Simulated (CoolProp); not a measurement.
The numbers come from the reference Helmholtz-energy equation of state, Zhou 2014 in CoolProp.

### Question
For cyclohexane, give the phase and the cv (kJ/(kg K)), Joule-Thomson coefficient (K/MPa) at 87.95 °C and 9.55 MPa; 264.55 °C and 0.0837 MPa.

### Answer
- 87.95 °C and 9.55 MPa: liquid; cv 1.64, Joule-Thomson coefficient -0.345
- 264.55 °C and 0.0837 MPa: gas; cv 2.33, Joule-Thomson coefficient 6.38
